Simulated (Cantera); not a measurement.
**Halide evaporation, hydrolysis and transport: FeCl3 + O2 + N2**

Input: 1 mol FeCl3, 0.55 mol O2, a varied amount of N2, at 1052 °C and 31.0 mbar.

These are equilibrium values from Cantera (NASA tables, ideal gas, pure condensed phases), not measurements of a reactor. Candidate condensed phases: Fe, FeCl2, FeCl3, FeO, Fe2O3, Fe3O4; 19 gas species. Rates play no part.

```tsv
n(N2) (mol)	log p N2	log p FeCl2	log p O2	log p Cl2	log p Cl	log p FeCl3	log p NO
22	-1.55	-2.97	-3.15	-3.42	-3.52	-3.65	-5.29
28	-1.54	-3.06	-3.25	-3.52	-3.57	-3.79	-5.34
35	-1.53	-3.15	-3.34	-3.62	-3.62	-3.92	-5.38
43	-1.53	-3.22	-3.43	-3.72	-3.67	-4.05	-5.42
53	-1.53	-3.30	-3.51	-3.82	-3.72	-4.18	-5.46
67	-1.52	-3.40	-3.61	-3.93	-3.78	-4.33	-5.51
83	-1.52	-3.48	-3.70	-4.04	-3.83	-4.47	-5.55
100	-1.52	-3.56	-3.78	-4.14	-3.88	-4.59	-5.59
130	-1.52	-3.66	-3.89	-4.28	-3.95	-4.77	-5.65
160	-1.51	-3.75	-3.98	-4.39	-4.01	-4.91	-5.69
```
log p: log10 of the partial pressure in bar; nothing condenses.

From 22 mol N2 to 160 mol N2 nothing is condensed. The main Fe-bearing gas is FeCl2 throughout.
